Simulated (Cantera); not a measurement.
**Silicon carbide growth: SiHCl3 + C2H4 + H2 + C3H8**

Charge: 1 mol SiHCl3, 1.1 mol C2H4, 2 mol H2, 0.21 mol C3H8, held at 100 Torr.

Method: chemical equilibrium by Gibbs-energy minimisation in Cantera with the NASA 1993 tables (ideal gas, pure condensed phases). Candidate condensed phases: C, C6H6, C7H8, C8H18, Si, SiC; 109 gas species. The tables' values for SiCl3, SiCl are old estimates; treat these amounts as uncertain. Gases not in the tables: Si2H6 and higher silanes. Equilibrium is a limit: real reactors are often held back by kinetics, nucleation or transport.

From 1423 K to 2323 K the condensed part is C(graphite) + SiC(s). The main Si-bearing gas is SiCl4 at 1423 K and SiCl2 at 2323 K. The share of Si in condensed phases is highest at 1523 K (90.7 %) and lowest at 2323 K (65.4 %).

```
T (K)  log p H2  log p HCl  log p SiCl2  log p H  n C(graphite)  n SiC(s)
-----  --------  ---------  -----------  -------  -------------  --------
1423      -1.09      -1.30        -3.30    -5.72           1.94     0.889
1523      -1.10      -1.28        -3.05    -5.19           1.92     0.907
1623      -1.10      -1.28        -2.86    -4.71           1.93     0.900
1723      -1.10      -1.29        -2.71    -4.29           1.95     0.878
1823      -1.10      -1.29        -2.59    -3.91           1.98     0.849
1923      -1.10      -1.31        -2.48    -3.57           2.01     0.816
2023      -1.10      -1.32        -2.40    -3.27           2.04     0.780
2123      -1.09      -1.33        -2.33    -2.99           2.07     0.742
2223      -1.09      -1.35        -2.27    -2.74           2.10     0.701
2323      -1.10      -1.37        -2.23    -2.51           2.13     0.654
```
log p: log10 of the partial pressure in bar; n: condensed amount in mol.
